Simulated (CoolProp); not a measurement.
Vapour-liquid equilibrium of acetone (1) + n-nonane (2) at 0.854 bar; x and y are mole fractions of (1).

The numbers come from the multi-fluid Helmholtz-energy mixture model, Lemmon 2006 and Lemmon 2006; pair parameters Bell 2016 in CoolProp.

```tsv
x	bubble temperature, mixture model (°C)	bubble temperature, Raoult's law (°C)	y, mixture model	y, Raoult's law
0.05	108.5	127.4	0.671	0.418
0.15	76.9	105.3	0.907	0.747
0.25	66.1	91.3	0.945	0.866
0.35	61.6	81.5	0.958	0.922
0.45	59.5	74.0	0.963	0.951
0.55	58.3	68.1	0.966	0.969
0.65	57.3	63.3	0.969	0.981
0.75	56.0	59.2	0.974	0.989
0.85	54.4	55.7	0.981	0.994
0.95	52.3	52.6	0.992	0.998
```

The largest gap from Raoult's law is -28.4 K in bubble temperature, at x = 0.15. No azeotrope shows between x = 0.05 and 0.95.

Pair parameters are fitted to limited data, so mixtures are less certain than the pure fluids. With so large a gap from Raoult's law the liquid may split in two, which this calculation doesn't test in full.
